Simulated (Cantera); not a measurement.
Input: 1 mol Si, 3.8 mol HCl, 1 mol N₂, equilibrated at 4.30 Pa.

Equilibrium computed with Cantera from the NASA thermochemical tables; the gas is ideal and each condensed phase is pure. Candidate condensed phases: NH₄Cl, Si, Si₃N₄; 28 gas species. N₂ is the only nitrogen source here; it is nearly inert below about 1500 K, so the nitride shown seldom forms there in practice. The numbers say what is thermodynamically allowed, not how fast it happens.

**Question.** What share of the Si ends up in condensed phases as a function of T (°C), at 450, 525, 600, 675, 750, 825, 900, 975, 1050, 1125, 1200?

**Answer.** 
| T (°C) | Si condensed (%) | as |
|---|---|---|
| 450 | 50.5 | Si₃N₄(s) |
| 525 | 54.2 | Si₃N₄(s) |
| 600 | 57.1 | Si₃N₄(s) |
| 675 | 59.5 | Si₃N₄(s) |
| 750 | 61.0 | Si₃N₄(s) |
| 825 | 59.9 | Si₃N₄(s) |
| 900 | 48.8 | Si₃N₄(s) |
| 975 | 19.9 | Si₃N₄(s) |
| 1050 | 0.0 | - |
| 1125 | 0.0 | - |
| 1200 | 0.0 | - |
